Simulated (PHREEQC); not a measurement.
## Copper plating or etch bath (model solution)

Make-up at 25 °C: 0.0019 mol/kgw Cu(BF4)2, 5e-05 mol/kgw H2SO4 and 0.00059 mol/kgw FeCl3. Closed to the air; pH follows from the charge balance.

The numbers come from PHREEQC with the ion-association model, wateq4f.dat.

```
Quantity                    Value
----------------  ---------------
pH                           2.81
ionic strength    0.00757 mol/kgw
total alkalinity     -12.7 meq/kg
```

```csv
species,molality,activity,log γ
HF,0.00279,0.00279,0.001
BF4-,0.00209,0.00190,-0.041
Cu+2,0.00186,0.00131,-0.152
Cl-,0.00176,0.00161,-0.040
H+,0.00169,0.00156,-0.035
F-,0.00131,0.00119,-0.040
H3BO3,0.00130,0.00130,0.001
FeF3,0.000370,0.000370,0.001
BF3OH-,0.000276,0.000251,-0.041
FeF2+,0.000215,0.000196,-0.039
BF2(OH)2-,0.000135,0.000123,-0.041
SO4-2,3.84e-5,2.68e-5,-0.156
CuF+,3.11e-5,2.84e-5,-0.040
H2F2,2.03e-5,2.03e-5,0.001
HF2-,1.40e-5,1.27e-5,-0.040
CuSO4,7.16e-6,7.17e-6,0.001
```

Precipitation was switched off in this run. Examples of supersaturated solids here: Hematite (slow to form), Goethite (slow to form). Others may be too. Complexes and solids missing from the database can't appear. Real BF4- forms and hydrolyses slowly; the run takes it at equilibrium. Fluoro complexes past AlF4- and FeF3 are missing from the database.
